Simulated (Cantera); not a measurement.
A perfectly stirred reactor is fed with 7.00 % CO, 4.41 % H2, 8.12 % O2, 80.5 % N2, equivalence ratio 0.70, at 190000 Pa; it is adiabatic with a 475 K inlet, and is followed from long to short residence time, starting on the burning branch (τ in s: 0.44, 0.1, 0.024, 0.0055, 0.0013, 0.0003, 6.9e-05, 1.6e-05, 3.7e-06).

Model: GRI-Mech 3.0 (53 species, 325 reactions), integrated in Cantera.

### Question
Predict: blow-out, bracketed by the residence times tried; x(CO) at τ = 0.440 s; x(H2) at τ = 0.440 s; x(O2) at τ = 0.440 s; x(H2O) at τ = 0.440 s; x(NO) at τ = 0.440 s; x(CO) at τ = 1.30 ms; x(H2) at τ = 1.30 ms; x(O2) at τ = 1.30 ms; x(H2O) at τ = 1.30 ms; x(NO) at τ = 1.30 ms.

### Answer
blow-out, bracketed by the residence times tried: burning at 1.30 ms, out at 0.300 ms
x(CO) at τ = 0.440 s: 0.000289
x(H2) at τ = 0.440 s: 3.55e-5
x(O2) at τ = 0.440 s: 0.0257
x(H2O) at τ = 0.440 s: 0.0466
x(NO) at τ = 0.440 s: 4.99e-6
x(CO) at τ = 1.30 ms: 0.0179
x(H2) at τ = 1.30 ms: 0.00186
x(O2) at τ = 1.30 ms: 0.0349
x(H2O) at τ = 1.30 ms: 0.0439
x(NO) at τ = 1.30 ms: 1.82e-6
